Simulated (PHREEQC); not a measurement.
1 kg of water holding 0.31 mol MgCl2, 0.029 mol MgSO4, 0.16 mol NaCl and 0.57 mol LiCl is evaporated at 25 °C; the solids stay in contact with the brine. The system is closed to CO2. Only these solids could form: Bischofite, Bloedite, Brucite, Epsomite, Halite, Hexahydrite, Kieserite, Mirabilite, Thenardite, MgCl2_4H2O.

All values are PHREEQC results (Pitzer model, pitzer.dat), not measurements.

| water left (kg) | ionic strength | water activity | Na in solution (mol/kgw) | Mg in solution (mol/kgw) | S in solution (mol/kgw) |
|---|---|---|---|---|---|
| 1 | 1.78 | 0.956 | 0.160 | 0.339 | 0.0290 |
| 0.8219 | 2.16 | 0.945 | 0.195 | 0.412 | 0.0353 |
| 0.6755 | 2.63 | 0.931 | 0.237 | 0.502 | 0.0429 |
| 0.5552 | 3.20 | 0.911 | 0.288 | 0.611 | 0.0522 |
| 0.4563 | 3.89 | 0.886 | 0.351 | 0.743 | 0.0636 |
| 0.375 | 4.74 | 0.852 | 0.427 | 0.904 | 0.0773 |
| 0.3082 | 5.76 | 0.806 | 0.519 | 1.10 | 0.0941 |
